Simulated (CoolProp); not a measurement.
Vapour-liquid equilibrium of R22 (1) + n-pentane (2) at 0.0733 MPa; x and y are mole fractions of (1).

Computed with CoolProp (multi-fluid Helmholtz-energy mixture model, Kamei 1995 and Thol 2019; pair parameters Bell 2016).

Question: Give the bubble temperature and the first vapour's composition at x = 0.35, 0.65, 0.95. Is there an azeotrope?

Answer: x = 0.35: 235.5 K, y = 0.967; x = 0.65: 230.2 K, y = 0.981; x = 0.95: 226.5 K, y = 0.995. No azeotrope shows between x = 0.05 and 0.95.

Pair parameters are fitted to limited data, so mixtures are less certain than the pure fluids. With so large a gap from Raoult's law the liquid may split in two, which this calculation doesn't test in full.
